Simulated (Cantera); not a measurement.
Input (Python, Cantera) and output of one run.

```python
import numpy as np
import cantera as ct

gas_names = """
    H HO2 H2 H2O H2O2 O OH O2 O3 V VO VO2
""".split()
cond_names = """
    H2O(s) H2O(L) V(cr) V(L) VO(s) VO(L) V2O3(s) V2O3(L) V2O4(I) V2O4(II) V2O4(L) V2O5(s) V2O5(L)
""".split()


# ... load() reads the species with a 1 bar reference pressure and builds the phases ...
atoms = {
    'V2O3': {'V': 2, 'O': 3},
    'H2': {'H': 2},
    'H2O': {'H': 2, 'O': 1},
}
top_T = {}  # K; cautious upper limits of use, not melting points


# ... equilibrate(T, P, feed) seeds the gas with the atoms and calls Mixture.equilibrate('TP', solver="vcs", rtol=1e-11, max_steps=5000) ...
results = []
feed = {'V2O3': 1, 'H2': 110, 'H2O': 3.6}  # mol
P = 340000  # Pa
for T in [1698, 1748, 1798, 1848, 1898, 1948, 1998, 2048, 2098, 2148, 2198]:
    mix = equilibrate(T, P, feed)
    results.append((T, P, feed, dict(zip(mix.species_names, mix.species_moles))))

top = {s: max(r[3][s] / sum(r[3][g] for g in gas_names) for r in results) for s in gas_names}
cols = sorted((s for s in top if top[s] > 0.0001), key=lambda s: -top[s])[:5]
seen = [c for c in cond_names if any(r[3].get(c, 0) > 1e-12 for r in results)]
print("log10 of partial pressures in bar; condensed amounts in mol")
print(f"{'T/K':>10s}" + "".join(f"{s[:9]:>10s}" for s in cols + seen))
for T, P, feed, n in results:
    ng = sum(n[g] for g in gas_names)
    print(f"{T:10.4g}" + "".join(f"{np.log10(max(n[s] / ng * P / 1e5, 1e-99)):10.3f}" for s in cols)
          + "".join(f"{n.get(c, 0):10.4g}" for c in seen))
```

It prints:

```
log10 of partial pressures in bar; condensed amounts in mol
       T/K        H2       H2O         H     VO(s)     VO(L)   V2O3(s)
      1698     0.517    -0.968    -3.581         0         0         1
      1748     0.517    -0.968    -3.382         0         0         1
      1798     0.517    -0.968    -3.195         0         0         1
      1848     0.517    -0.968    -3.017         0         0         1
      1898     0.517    -0.968    -2.848         0         0    0.9999
      1948     0.517    -0.968    -2.688         0         0    0.9999
      1998     0.517    -0.968    -2.536         0         0    0.9997
      2048     0.516    -0.954    -2.392    0.2383         0    0.8803
      2098     0.513    -0.862    -2.255         0     1.998         0
      2148     0.513    -0.862    -2.124         0     1.997         0
      2198     0.512    -0.862    -1.998         0     1.994         0
```

These are equilibrium values from Cantera (NASA tables, ideal gas, pure condensed phases), not measurements of a reactor. Mutual solubility and eutectic melting of coexisting phases are not modelled. VO: taken at fixed stoichiometry. Condensed phases not in the tables: the oxides between V2O3 and V2O5 other than VO2.
